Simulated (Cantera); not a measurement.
**Low-pressure radical oxidation in H2/O2**

A perfectly stirred reactor is fed with H2 : O2 = 0.076 : 1 (molar parts), at 20.0 Torr; it is held at 950 K, and followed from long to short residence time.

Model: the H2/O2 subset of GRI-Mech 3.0, which has no nitrogen chemistry, integrated in Cantera. Radical loss at walls, strong at low pressure, is not modelled. The temperature is held fixed by assumption; the heat of reaction is taken as removed at once.

| τ (s) | x H2 | x O2 | x H2O2 | x OH | x H | x H2O | x O |
|---|---|---|---|---|---|---|---|
| 9.1 | 0.000213 | 0.927 | 1.50e-7 | 9.01e-5 | 4.50e-6 | 0.0729 | 0.000109 |
| 1.9 | 0.000534 | 0.926 | 2.24e-7 | 0.000163 | 2.14e-5 | 0.0726 | 0.000289 |
| 0.40 | 0.00127 | 0.926 | 3.29e-7 | 0.000308 | 0.000100 | 0.0717 | 0.000720 |
| 0.084 | 0.00295 | 0.925 | 4.68e-7 | 0.000606 | 0.000461 | 0.0695 | 0.00169 |
| 0.018 | 0.00668 | 0.922 | 6.13e-7 | 0.00117 | 0.00194 | 0.0645 | 0.00369 |
| 0.0037 | 0.0155 | 0.917 | 6.95e-7 | 0.00206 | 0.00671 | 0.0521 | 0.00703 |
| 0.00078 | 0.0364 | 0.915 | 6.12e-7 | 0.00244 | 0.0102 | 0.0283 | 0.00783 |
x: mole fraction; the columns are a selection and need not sum to one.
